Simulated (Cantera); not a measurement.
## Silicon oxide and oxynitride deposition: HMDSO + H2O + H2

A closed system holds: 1 mol HMDSO, a varied amount of H2O, 0.13 mol H2, equilibrated at 1450 K and 10000 Pa.

Method: chemical equilibrium by Gibbs-energy minimisation in Cantera with the NASA 1993 tables (ideal gas, pure condensed phases). Candidate condensed phases: C, C6H6, C7H8, C8H18, H2O, Si, SiC, SiO2; 123 gas species. The feed counts by its element totals alone. Mutual solubility and eutectic melting of coexisting phases are not modelled. The tables hold silica as quartz up to 1696 K and as liquid above; real silica turns to tridymite and cristobalite and melts near 1996 K. Gases not in the tables: Si(OH)4. The numbers say what is thermodynamically allowed, not how fast it happens.

```
n(H2O) (mol)   x H2    x H2O    x CO    x CO2     x CH4     x SiO      x H  n C(graphite)  n SiC(s)  n SiO2(β-quartz)
------------  -----  -------  ------  -------  --------  --------  -------  -------------  --------  ----------------
2.8           0.901  2.22e-5  0.0987  1.02e-6  0.000268  0.000156  2.84e-5           3.94     0.752              1.25
3.8           0.901  2.22e-5  0.0987  1.02e-6  0.000268  0.000156  2.84e-5           4.27     0.307              1.69
5.4           0.858  3.04e-5   0.142  2.11e-6  0.000243  0.000108  2.77e-5           3.59         0              2.00
7.5           0.787  4.18e-5   0.213  4.76e-6  0.000204   7.21e-5  2.65e-5           1.49         0              2.00
10            0.726   0.0350   0.234  0.00475   2.11e-7   7.95e-8  2.55e-5              0         0              2.00
15            0.623    0.178   0.178   0.0213   1.99e-8   1.34e-8  2.36e-5              0         0              2.00
20            0.547    0.283   0.140   0.0305   6.68e-9   7.42e-9  2.21e-5              0         0              2.00
```
x: gas mole fraction; n: condensed amount in mol.

From 2.8 mol H2O to 3.8 mol H2O the condensed part is C(graphite) + SiC(s) + SiO2(β-quartz). From 5.4 mol H2O to 7.5 mol H2O the condensed part is C(graphite) + SiO2(β-quartz). From 10 mol H2O to 20 mol H2O the condensed part is SiO2(β-quartz).
